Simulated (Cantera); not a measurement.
# Catalytic stagnation flow on Pt

A jet of 1.51 % CH4, 6.84 % O2, 91.6 % N2, equivalence ratio 0.44 at 300 K and 6100 Pa hits a platinum plate 4.3 cm away at a mass flux of 0.09 kg/m²/s; the plate temperature is set and raised in steps from an oxygen-covered start.

Cantera simulation using Deutschmann's 1995 Pt surface mechanism with GRI-Mech 3.0 gas chemistry; the numbers are that mechanism's predictions, not measurements. Catalytic surfaces can have several steady states; this one follows from the mechanism file's or the stated starting coverage.

```tsv
plate T (K)	wall x CH4	wall x O2	wall x H2O	wall x OH	wall x CO	wall x CO2	θ free Pt	θ O*
950	0.00837	0.0542	0.0125	6.66e-8	5.11e-6	0.00819	0.329	0.670
1000	0.00669	0.0507	0.0156	1.83e-7	5.59e-6	0.0102	0.406	0.594
1050	0.00540	0.0479	0.0179	4.43e-7	6.10e-6	0.0118	0.480	0.519
1100	0.00444	0.0459	0.0196	9.69e-7	6.75e-6	0.0129	0.551	0.449
1150	0.00375	0.0445	0.0209	1.95e-6	7.61e-6	0.0138	0.616	0.383
1200	0.00324	0.0435	0.0217	3.63e-6	8.77e-6	0.0143	0.676	0.323
1250	0.00286	0.0427	0.0224	6.36e-6	1.03e-5	0.0147	0.730	0.269
```
x: mole fraction at the wall; θ: surface coverage.
